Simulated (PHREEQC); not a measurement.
Consider water at 15 °C with 0.0037 mol/kgw Ba(NO3)2. Closed to the air; pH follows from the charge balance.

The numbers come from PHREEQC with the ion-association model, wateq4f.dat.

```
Quantity                Result
--------------  --------------
ionic strength  0.0111 mol/kgw
```

```tsv
species	molality	activity	log γ
NO3-	0.00740	0.00663	-0.048
Ba+2	0.00370	0.00244	-0.180
H+	7.49e-8	6.83e-8	-0.040
OH-	7.36e-8	6.60e-8	-0.047
BaOH+	1.35e-9	1.21e-9	-0.045
```

Precipitation was switched off in this run.
